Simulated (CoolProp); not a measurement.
Hexamethyldisiloxane (MM) along the isotherm 105.55 °C: fugacity coefficient from the reference equation and from simpler models built on Tc = 245.6 °C, pc = 1.931 MPa, ω = 0.418; each cubic takes its own stable root.

The numbers come from the reference Helmholtz-energy equation of state, Thol 2016 in CoolProp.

| p (MPa) | phase | reference | van der Waals | Redlich-Kwong |
|---|---|---|---|---|
| 0.0611 | gas | 0.9659 | 0.9804 | 0.9741 |
| 0.0951 | gas | 0.9469 | 0.9695 | 0.9598 |
| 0.148 | liquid | 0.7407 | 0.9525 | 0.9375 |
| 0.231 | liquid | 0.4776 | 0.9259 | 0.9025 |
| 0.359 | liquid | 0.3104 | 0.8846 | 0.6040 |
| 0.559 | liquid | 0.2024 | 0.7310 | 0.3948 |
| 0.87 | liquid | 0.1332 | 0.4886 | 0.2607 |
| 1.36 | liquid | 0.08848 | 0.3324 | 0.1741 |
| 2.11 | liquid | 0.06040 | 0.2351 | 0.1197 |
| 3.29 | liquid | 0.04238 | 0.1740 | 0.08497 |
| 5.12 | liquid | 0.03128 | 0.1390 | 0.06371 |
| 7.97 | liquid | 0.02488 | 0.1241 | 0.05178 |
| 12.4 | liquid | 0.02221 | 0.1310 | 0.04753 |
| 19.3 | liquid | 0.02359 | 0.1779 | 0.05230 |

At some of these states van der Waals, Redlich-Kwong gives the other phase, because its saturation line lies elsewhere.
